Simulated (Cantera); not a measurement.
Feed: 1 mol NH3, 4.2 mol H2, at 0.375 Torr.

Method: chemical equilibrium by Gibbs-energy minimisation in Cantera with the NASA 1993 tables (ideal gas, pure condensed phases). Ions and electrons are included (thermal ionisation). Rates play no part.

x: gas mole fraction; nothing condenses.

```json
[
 {"T (K)": "2500", "x H": "0.630", "x H2": "0.314", "x N": "3.07e-6", "x N2": "0.0552", "x e-": "7.13e-12", "x H+": "7.08e-12", "x N+": "<1e-12"},
 {"T (K)": "2750", "x H": "0.873", "x H2": "0.0815", "x N": "2.29e-5", "x N2": "0.0454", "x e-": "1.66e-10", "x H+": "1.66e-10", "x N+": "<1e-12"},
 {"T (K)": "3000", "x H": "0.939", "x H2": "0.0177", "x N": "0.000129", "x N2": "0.0427", "x e-": "2.10e-9", "x H+": "2.10e-9", "x N+": "<1e-12"},
 {"T (K)": "3250", "x H": "0.953", "x H2": "…", "x N": "…", "x N2": "0.0419", "x e-": "…", "x H+": "…", "x N+": "…"},
 {"T (K)": "3500", "x H": "0.956", "x H2": "0.00131", "x N": "0.00201", "x N2": "0.0410", "x e-": "1.10e-7", "x H+": "1.10e-7", "x N+": "4.50e-11"},
 {"T (K)": "3750", "x H": "0.955", "x H2": "0.000453", "x N": "0.00593", "x N2": "0.0389", "x e-": "5.38e-7", "x H+": "5.37e-7", "x N+": "8.03e-10"},
 {"T (K)": "4000", "x H": "0.951", "x H2": "0.000178", "x N": "0.0147", "x N2": "0.0344", "x e-": "2.17e-6", "x H+": "2.16e-6", "x N+": "9.66e-9"},
 {"T (K)": "4250", "x H": "0.943", "x H2": "…", "x N": "…", "x N2": "…", "x e-": "…", "x H+": "…", "x N+": "…"},
 {"T (K)": "4500", "x H": "0.934", "x H2": "3.65e-5", "x N": "0.0505", "x N2": "0.0157", "x e-": "2.25e-5", "x H+": "2.20e-5", "x N+": "4.66e-7"},
 {"T (K)": "4750", "x H": "0.926", "x H2": "1.87e-5", "x N": "0.0671", "x N2": "0.00705", "x e-": "6.07e-5", "x H+": "5.88e-5", "x N+": "1.89e-6"},
 {"T (K)": "5000", "x H": "0.921", "x H2": "1.03e-5", "x N": "0.0756", "x N2": "0.00260", "x e-": "0.000149", "x H+": "0.000143", "x N+": "5.85e-6"}
]
```

Problem. Fill in the missing entries.

Solution. 
- 4250, x H2: 7.72e-5
- 4250, x N: 0.0303
- 4250, x N2: 0.0262
- 4250, x e-: 7.47e-6
- 4250, x H+: 7.39e-6
- 4250, x N+: 8.06e-8
- 3250, x H2: 0.00441
- 3250, x N: 0.000565
- 3250, x e-: 1.77e-8
- 3250, x H+: 1.77e-8
- 3250, x N+: 1.60e-12
